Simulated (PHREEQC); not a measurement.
Nickel, zinc or cadmium bath: speciation

Dissolve 0.019 mol/kgw ZnSO4, 0.00015 mol/kgw H3BO3 and 0.017 mol/kgw NiCl2 at 20 °C. Closed to the air; pH follows from the charge balance.

Computed with PHREEQC (ion-association model, wateq4f.dat).

Each row changes one thing in this solution. No solid was allowed to form.

```json
[
 {"case": "as made", "pH": "5.59", "ionic strength (mol/kgw)": "0.0906", "Ni+2 (mol/kgw)": "0.0130", "NiCl+ (mol/kgw)": "0.000410", "NiCl2 (mol/kgw)": "2.95e-5", "NiOH+ (mol/kgw)": "2.41e-7"},
 {"case": "ZnSO4 left out", "pH": "6.04", "ionic strength (mol/kgw)": "0.0496", "Ni+2 (mol/kgw)": "0.0163", "NiCl+ (mol/kgw)": "0.000620", "NiCl2 (mol/kgw)": "4.97e-5", "NiOH+ (mol/kgw)": "9.56e-7"},
 {"case": "temperature from 20 to 65 °C", "pH": "5.17", "ionic strength (mol/kgw)": "0.0854", "Ni+2 (mol/kgw)": "0.0126", "NiCl+ (mol/kgw)": "0.000353", "NiCl2 (mol/kgw)": "2.35e-5", "NiOH+ (mol/kgw)": "1.42e-6"},
 {"case": "temperature from 20 to 45 °C", "pH": "5.36", "ionic strength (mol/kgw)": "0.0877", "Ni+2 (mol/kgw)": "0.0127", "NiCl+ (mol/kgw)": "0.000381", "NiCl2 (mol/kgw)": "2.64e-5", "NiOH+ (mol/kgw)": "7.13e-7"},
 {"case": "ZnSO4 from 0.019 to 0.0019 mol/kgw", "pH": "5.85", "ionic strength (mol/kgw)": "0.0541", "Ni+2 (mol/kgw)": "0.0157", "NiCl+ (mol/kgw)": "0.000581", "NiCl2 (mol/kgw)": "4.59e-5", "NiOH+ (mol/kgw)": "5.89e-7"},
 {"case": "ZnSO4 from 0.019 to 0.0209 mol/kgw", "pH": "5.58", "ionic strength (mol/kgw)": "0.0943", "Ni+2 (mol/kgw)": "0.0129", "NiCl+ (mol/kgw)": "0.000400", "NiCl2 (mol/kgw)": "2.85e-5", "NiOH+ (mol/kgw)": "2.31e-7"},
 {"case": "H3BO3 from 0.00015 to 0.0015 mol/kgw", "pH": "5.57", "ionic strength (mol/kgw)": "0.0906", "Ni+2 (mol/kgw)": "0.0130", "NiCl+ (mol/kgw)": "0.000410", "NiCl2 (mol/kgw)": "2.95e-5", "NiOH+ (mol/kgw)": "2.31e-7"}
]
```

In wateq4f.dat the enthalpy of Ni(OH)2 has the wrong sign, so its saturation index can't be trusted away from 25 °C. Away from 25 °C the constants follow the database's enthalpies or fits; those with neither stay at their 25 °C values.
